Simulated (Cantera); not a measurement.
A perfectly stirred reactor is fed with C₃H₈ : O₂ : N₂ = 1 : 5 : 39.5 (molar parts), equivalence ratio 1.0, at 4.93 atm; it is adiabatic with a 300 K inlet, and is followed from long to short residence time, starting on the burning branch (τ in s: 0.12, 0.033, 0.0094, 0.0027, 0.00077, 0.00022, 6.3e-05, 1.8e-05, 5.1e-06).

Cantera simulation using GRI-Mech 3.0 (53 species, 325 reactions); the numbers are that mechanism's predictions, not measurements. GRI-Mech 3.0 was tuned for natural gas; its chemistry of propane as a main component is partial and can be far from experiment.

What does this change do: N2 39.5 to 53 parts?


| quantity | before | after |
|---|---|---|
| blow-out, bracketed by the residence times tried | burning at 9.40 ms, out at 2.70 ms | burning at 0.120 s, out at 33.0 ms |
| x(C₃H₈) at τ = 0.120 s | 1.36e-6 | 2.17e-5 |
| x(O₂) at τ = 0.120 s | 0.00117 | 0.00320 |
| x(HO₂) at τ = 0.120 s | 1.02e-6 | 6.07e-6 |
| x(C₂H₄) at τ = 0.120 s | 5.47e-6 | 9.18e-5 |
| x(CO₂) at τ = 0.120 s | 0.0628 | 0.0454 |
| x(C₃H₈) at τ = 0.770 ms | 0.0220 | 0.0169 |
| x(O₂) at τ = 0.770 ms | 0.110 | 0.0847 |
| x(HO₂) at τ = 0.770 ms | <1e-12 | <1e-12 |
| x(C₂H₄) at τ = 0.770 ms | <1e-12 | <1e-12 |
| x(CO₂) at τ = 0.770 ms | <1e-12 | <1e-12 |
